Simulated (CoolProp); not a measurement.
Vapour-liquid equilibrium of CHF3 (R23) (1) + R22 (2) at 209.8 K; x and y are mole fractions of (1).

Computed with CoolProp (multi-fluid Helmholtz-energy mixture model, Penoncello 2003 and Kamei 1995; pair parameters Bell 2016).

Q: Give the bubble pressure and the first vapour's composition at x = 0.05, 0.575, 0.65. Is there an azeotrope?

A: x = 0.05: 0.04656 MPa, y = 0.365; x = 0.575: 0.1794 MPa, y = 0.911; x = 0.65: 0.1947 MPa, y = 0.929. No azeotrope shows between x = 0.05 and 0.95.

Pair parameters are fitted to limited data, so mixtures are less certain than the pure fluids.
